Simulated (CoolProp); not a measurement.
Model: reference Helmholtz-energy equation of state, Span 1996, in CoolProp.

Question: For carbon dioxide, give the phase and the cv (kJ/(kg K)), Joule-Thomson coefficient (K/MPa) at 507.3 K and 137 bar; 345.6 K and 1.89 bar.

Answer: 
- 507.3 K and 137 bar: supercritical; cv 0.868, Joule-Thomson coefficient 2.40
- 345.6 K and 1.89 bar: gas; cv 0.705, Joule-Thomson coefficient 7.56
